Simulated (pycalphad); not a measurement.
CALPHAD calculation (pycalphad, COST 507 light-alloy database (1999)), 1 atm. The database dates from 1999; later assessments differ in places, in temperatures and in the compounds included. Amounts are mole fractions of atoms.

Task: Give the equilibrium state of Si-39.3Cu (at.%) at 750 K.

Result: 
```
T = 750.00 K, P = 101325 Pa, N = 1 mol of atoms
G = -25598 J/mol, H = 12256 J/mol, S = 50.47 J/(mol K)  (SER reference)
chemical potentials (J/mol): Si -19438, Cu -35112
phase             fraction      x(Si)      x(Cu)
CU19SI6_ETA         0.5171     0.2400     0.7600
DIAMOND_A4          0.4829     1.0000       none
```

Task: Give the equilibrium state of Si-39.3Cu (at.%) at 1350 K.

Result: LIQUID, fraction 0.803, with 48.9 Cu at.%; DIAMOND_A4, fraction 0.197, with no Cu at.%.

Database names, with the compositions (at.%) that they take in these runs: CU19SI6_ETA: Cu 76 Si 24. DIAMOND_A4 is diamond (Si). An entry "none" or "no" means that the model of the phase leaves that element out.
